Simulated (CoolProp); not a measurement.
A single-stage vapour-compression cycle with carbonyl sulfide: evaporating at 266.15 K (dew point), condensing at 289.15 K (bubble point), superheat 5 K, subcooling 0 K, compressor efficiency 0.75, no pressure losses. Each further row changes one setting.

Values from CoolProp's reference Helmholtz-energy equation of state, Lemmon 2006. It is a short technical equation, of lower accuracy than the large ones.

| case | cooling COP | pressure ratio | discharge temperature (K) | refrigerating effect (kJ/kg) | volumetric capacity (kJ/m³) |
|---|---|---|---|---|---|
| as stated | 7.76 | 1.94 | 322.6 | 250 | 3820 |
| evaporating temperature 271.15 K | 10.3 | ? | 315.7 | 253 | 4460 |
| condensing temperature 284.15 K | 10.1 | 1.69 | ? | 257 | 3920 |
| subcooling 5 K | 7.97 | 1.94 | 322.6 | 257 | 3920 |
| superheat 15 K | ? | 1.94 | ? | ? | ? |
| compressor efficiency 0.65 | 6.73 | 1.94 | 328.8 | 250 | 3820 |

Complete the blanks.


- evaporating temperature 271.15 K, pressure ratio: 1.66
- condensing temperature 284.15 K, discharge temperature (K): 311.8
- superheat 15 K, cooling COP: 7.63
- superheat 15 K, discharge temperature (K): 334.0
- superheat 15 K, refrigerating effect (kJ/kg): 258
- superheat 15 K, volumetric capacity (kJ/m³): 3760
